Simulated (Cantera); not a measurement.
Feed: 1 mol MgCO₃, 2.3 mol SO₃, 5.3 mol O₂, held at 1400 K.

Method: chemical equilibrium by Gibbs-energy minimisation in Cantera with the NASA 1993 tables (ideal gas, pure condensed phases). Candidate condensed phases: C, Mg, MgCO₃, MgO, MgS, MgSO₄, S; 26 gas species. The numbers say what is thermodynamically allowed, not how fast it happens.

Task: Which condensed phases are stable at each of these points (P (Pa)): 1000, 3500, 13000, 45000, 160000, 560000, 2000000?

Result: 
```csv
P (Pa),condensed phases,Mg condensed (%)
1000,MgO(s),100.0
3500,MgO(s),100.0
13000,MgO(s),100.0
45000,MgO(s),100.0
160000,MgO(s),100.0
560000,MgSO₄(l),100.0
2000000,MgSO₄(l),100.0
```

From 1000 Pa to 160000 Pa the condensed part is MgO(s). From 560000 Pa to 2000000 Pa the condensed part is MgSO₄(l).
